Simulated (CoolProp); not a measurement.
Model: reference Helmholtz-energy equation of state, Thol 2019, in CoolProp.

**Question.** For n-pentane, give the phase and the Joule-Thomson coefficient (K/MPa) at 620 K and 0.421 MPa.

**Answer.** 
- 620 K and 0.421 MPa: gas; Joule-Thomson coefficient 3.58
